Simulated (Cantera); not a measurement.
## Hydrocarbon pyrolysis for carbon deposition

An isothermal, constant-pressure homogeneous reactor starts with C2H6 : H2 = 1 : 54 (molar parts), at 1925 K and 36.0 Pa.

Computed with Cantera and GRI-Mech 3.0 (53 species, 325 reactions). GRI-Mech 3.0 stops at C3 and has no aromatics, soot or wall deposition, so with more carbon than oxygen in the feed, carbon stays in small species such as C2H2 where larger ones or solid carbon would form. Radical loss at walls, strong at low pressure, is not modelled.

| t (s) | x C2H6 | x H2 | x C2H2 | x C2H | x C2H4 |
|---|---|---|---|---|---|
| 2.00e-6 | 0.0182 | 0.982 | <1e-12 | <1e-12 | 4.92e-11 |
| 1.04e-5 | 0.0181 | 0.982 | <1e-12 | <1e-12 | 1.39e-9 |
| 5.45e-5 | 0.0177 | 0.981 | 8.29e-12 | <1e-12 | 5.59e-8 |
| 0.000284 | 0.0156 | 0.979 | 5.98e-9 | <1e-12 | 9.09e-6 |
| 0.00148 | 0.00657 | 0.965 | 2.14e-5 | 2.05e-9 | 0.000992 |
| 0.00775 | 5.44e-6 | 0.952 | 0.00173 | 3.86e-7 | 0.00111 |
| 0.0404 | 2.53e-6 | 0.957 | 0.00451 | 8.50e-7 | 0.000281 |
| 0.211 | 1.06e-6 | 0.964 | 0.00862 | 1.16e-6 | 0.000112 |
| 1.10 | 2.33e-7 | 0.971 | 0.0131 | 1.39e-6 | 2.53e-5 |
| 5.75 | 1.60e-8 | 0.973 | 0.0164 | 2.13e-6 | 2.41e-6 |
| 30.0 | 1.45e-10 | 0.968 | 0.0173 | 3.62e-6 | 2.90e-7 |
x: mole fraction; the columns are a selection and need not sum to one.

Equilibrium at this temperature and pressure: C2H6 <1e-12, H2 0.934, C2H2 0.0171, C2H 1.29e-5, C2H4 5.95e-8 (gas phase only).
